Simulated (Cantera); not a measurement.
Standard-state values (1 bar) from the NASA 1993 polynomials, evaluated with Cantera. Values are per mole of reaction as written; species without (g) are pure solids or liquids, kept so even where they would boil at 1 bar. TaC: taken at fixed stoichiometry.

Ta2O5 ⇌ O(g) + 2 TaO2(g)

| T (K) | ΔH° (kJ) | ΔS° (J/K) | ΔG° (kJ) | log10 K |
|---|---|---|---|---|
| 500 | 1887.4 | 563.0 | 1605.9 | -167.76 |
| 525 | [?] | [?] | [?] | [?] |
| 550 | 1885.6 | 559.5 | 1577.8 | -149.85 |
| 575 | [?] | [?] | [?] | [?] |
| 600 | [?] | [?] | [?] | [?] |

Q: Fill in the missing entries.

A: 
- 525, ΔH° (kJ): 1886.5
- 525, ΔS° (J/K): 561.2
- 525, ΔG° (kJ): 1591.8
- 525, log10 K: -158.38
- 575, ΔH° (kJ): 1884.7
- 575, ΔS° (J/K): 557.9
- 575, ΔG° (kJ): 1563.9
- 575, log10 K: -142.06
- 600, ΔH° (kJ): 1883.7
- 600, ΔS° (J/K): 556.2
- 600, ΔG° (kJ): 1550.0
- 600, log10 K: -134.93
